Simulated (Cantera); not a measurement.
An adiabatic, constant-pressure homogeneous reactor starts with CO : H₂ : CH₄ : O₂ : N₂ = 1 : 0.96 : 0.18 : 0.744 : 2.61 (molar parts), equivalence ratio 1.8, at 1750 K and 0.987 atm.

Computed with Cantera and GRI-Mech 3.0 (53 species, 325 reactions).

One state of this run: T (K) = 2890; x CO = 0.170; x H₂ = 0.0694; x CH₄ = <1e-12; x CH₃ = 1.91e-12; x HCO = 4.30e-7; x C₂H₂ = <1e-12; x OH = 0.0199. x: mole fraction; the columns are a selection and need not sum to one.

### Question
Which value of t (s) does it belong to?
(A) 4.46e-6
(B) 0.00177
(C) 1.00e-6
(D) 1.99e-5

### Answer
B, 0.00177
